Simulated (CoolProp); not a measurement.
R1132(E) along the isotherm 126.85 °C: Z from the reference equation and from simpler models built on Tc = 75.7 °C, pc = 51.74 bar, ω = 0.245; each cubic takes its own stable root.

Values from CoolProp's reference Helmholtz-energy equation of state, Akasaka 2024.

```json
[
 {"p (bar)": "4.64", "phase": "gas", "reference": "0.9805"},
 {"p (bar)": "9.29", "phase": "gas", "reference": "0.9606"},
 {"p (bar)": "13.9", "phase": "gas", "reference": "0.9405"},
 {"p (bar)": "18.6", "phase": "gas", "reference": "0.9195"},
 {"p (bar)": "23.2", "phase": "gas", "reference": "0.8985"},
 {"p (bar)": "27.9", "phase": "gas", "reference": "0.8765"},
 {"p (bar)": "32.5", "phase": "gas", "reference": "0.8546"},
 {"p (bar)": "37.1", "phase": "gas", "reference": "0.8321"},
 {"p (bar)": "41.8", "phase": "gas", "reference": "0.8086"},
 {"p (bar)": "46.4", "phase": "gas", "reference": "0.7851"},
 {"p (bar)": "51.1", "phase": "gas", "reference": "0.7605"},
 {"p (bar)": "55.7", "phase": "supercritical", "reference": "0.7358"},
 {"p (bar)": "60.4", "phase": "supercritical", "reference": "0.7101"},
 {"p (bar)": "65", "phase": "supercritical", "reference": "0.6845"}
]
```

Task: How far does each simpler model (Pitzer virial, van der Waals, Redlich-Kwong, Peng-Robinson) lie from the reference over these 14 states: mean and median of the absolute difference, and the worst?

Result: 
- Pitzer virial: mean 2.2 %, median 1.5 %, worst +6.8 % at 126.85 °C and 65 bar
- van der Waals: mean 1.4 %, median 0.6 %, worst -5.9 % at 126.85 °C and 65 bar
- Redlich-Kwong: mean 1.3 %, median 1.1 %, worst -2.9 % at 126.85 °C and 65 bar
- Peng-Robinson: mean 1.4 %, median 1.6 %, worst -2.0 % at 126.85 °C and 51.1 bar
